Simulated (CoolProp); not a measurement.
Properties of CH3F (R41) along the isobar 101 kPa.

Model: reference Helmholtz-energy equation of state, Lemmon 2006, in CoolProp. It is a short technical equation, of lower accuracy than the large ones.

| T (K) | phase | density (kg/m³) | cp (kJ/(kg K)) | isothermal compressibility (1/MPa) | expansivity (1/kK) |
|---|---|---|---|---|---|
| 276.3 | gas | 1.513 | 1.093 | 10.01 | 3.755 |
| 288.7 | gas | 1.445 | 1.106 | 9.994 | 3.574 |
| 301.1 | gas | 1.384 | 1.122 | 9.982 | 3.412 |
| 313.5 | gas | 1.328 | 1.140 | 9.971 | 3.265 |
| 325.9 | gas | 1.276 | 1.160 | 9.963 | 3.132 |
| 338.3 | gas | 1.229 | 1.182 | 9.956 | 3.010 |
| 350.7 | gas | 1.185 | 1.204 | 9.949 | 2.898 |
| 363.1 | gas | 1.144 | 1.228 | 9.944 | 2.794 |
| 375.4 | gas | 1.106 | 1.252 | 9.939 | 2.699 |
| 387.8 | gas | 1.070 | 1.278 | 9.935 | 2.609 |
| 400.2 | gas | 1.036 | 1.303 | 9.932 | 2.525 |
| 412.6 | gas | 1.005 | 1.329 | 9.929 | 2.447 |
| 425 | gas | 0.9752 | 1.355 | 9.926 | 2.374 |
